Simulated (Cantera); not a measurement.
Thermodynamics of silicon oxide and oxynitride deposition, feed HMDSO + N2O + H2

A closed system holds: 1 mol HMDSO, 0.28 mol N2O, 0.83 mol H2, equilibrated at 0.100 bar.

Method: chemical equilibrium by Gibbs-energy minimisation in Cantera with the NASA 1993 tables (ideal gas, pure condensed phases). Candidate condensed phases: C, C6H6, C7H8, C8H18, H2O, Si, SiC, SiO2, Si2N2O, Si3N4; 151 gas species. The feed counts by its element totals alone. Mutual solubility and eutectic melting of coexisting phases are not modelled. The tables hold silica as quartz up to 1696 K and as liquid above; real silica turns to tridymite and cristobalite and melts near 1996 K. Kinetics and transport are ignored.

```
T (K)   x H2      x CO     x CH4      x N2       x H  n C(graphite)  n SiC(s)  n SiO2(α-quartz)  n Si2N2O(s)  n SiO2(β-quartz)
-----  -----  --------  --------  --------  --------  -------------  --------  ----------------  -----------  ----------------
798    0.890  1.15e-10     0.110    <1e-12  7.95e-12           4.09     0.940             0.500        0.280                 0
898    0.970   1.95e-8    0.0301  2.01e-12  3.41e-10           4.77     0.940                 0        0.280             0.500
998    0.990   1.16e-6   0.00957  3.27e-10   6.77e-9           4.97     0.940                 0        0.280             0.500
1098   0.996   3.25e-5   0.00363   2.08e-8   7.81e-8           5.02     0.940                 0        0.280             0.500
1198   0.998  0.000518   0.00160   6.54e-7   6.01e-7           5.04     0.943                 0        0.280             0.497
1298   0.994   0.00534  0.000787   1.20e-5   3.38e-6           4.97     0.967                 0        0.280             0.474
1398   0.960    0.0391  0.000403  0.000143   1.47e-5           4.45      1.14                 0        0.279             0.300
1498   0.902    0.0945  0.000211   0.00283   5.16e-5           3.47      1.50                 0        0.249                 0
1598   0.863     0.112  0.000123    0.0244  0.000156           2.72      2.00                 0            0                 0
1698   0.862     0.112   8.20e-5    0.0243  0.000425           2.72      1.99                 0            0                 0
1798   0.861     0.112   5.75e-5    0.0241   0.00103           2.72      1.99                 0            0                 0
```
x: gas mole fraction; n: condensed amount in mol.

At 798 K the condensed part is C(graphite) + SiC(s) + SiO2(α-quartz) + Si2N2O(s). From 898 K to 1398 K the condensed part is C(graphite) + SiC(s) + SiO2(β-quartz) + Si2N2O(s). At 1498 K the condensed part is C(graphite) + SiC(s) + Si2N2O(s). From 1598 K to 1798 K the condensed part is C(graphite) + SiC(s).
